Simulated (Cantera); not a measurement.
Feed: 1 mol CH3OH, 3 mol H2O, 29 mol H2, held at 775 °C and 0.100 bar.

Method: chemical equilibrium by Gibbs-energy minimisation in Cantera with the NASA 1993 tables (ideal gas, pure condensed phases). Candidate condensed phases: C, C6H6, C7H8, C8H18, H2O; 110 gas species. Rates play no part.

Base state: H2 0.889, H2O 0.0829, CO 0.0257, CO2 0.00284, CH4 2.37e-5 (mole fractions); condensed: gas only.

Q: What changes in the equilibrium state with this change: temperature from 775 °C to 1300 °C?

A: 
```
species   before     after
-------  -------  --------
H2         0.889     0.887
H2O       0.0829    0.0848
CO        0.0257    0.0277
CO2      0.00284  0.000914
CH4      2.37e-5   4.33e-9
H        2.31e-8  0.000121
```
